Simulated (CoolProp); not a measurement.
A single-stage vapour-compression cycle with R124: evaporating at 225.15 K (dew point), condensing at 265.15 K (bubble point), superheat 8 K, subcooling 5 K, compressor efficiency 0.9, no pressure losses. Each further row changes one setting.

Values from CoolProp's reference Helmholtz-energy equation of state, de Vries 1995.

| case | cooling COP | pressure ratio | discharge temperature (K) | refrigerating effect (kJ/kg) | volumetric capacity (kJ/m³) |
|---|---|---|---|---|---|
| as stated | 4.51 | 7.13 | 285.5 | 151 | 179 |
| evaporating temperature 230.15 K | 5.38 | 5.34 | 283.1 | (withheld) | 240 |
| condensing temperature 260.15 K | (withheld) | 5.80 | 279.7 | 156 | 185 |
| subcooling 10 K | 4.67 | 7.13 | 285.5 | 156 | 185 |
| superheat 18 K | 4.51 | 7.13 | 296.2 | 157 | 179 |
| compressor efficiency 0.8 | (withheld) | 7.13 | 291.2 | 151 | 179 |

Task: What belongs in the gaps?

Result: 
- evaporating temperature 230.15 K, refrigerating effect (kJ/kg): 154
- condensing temperature 260.15 K, cooling COP: 5.26
- compressor efficiency 0.8, cooling COP: 4.01
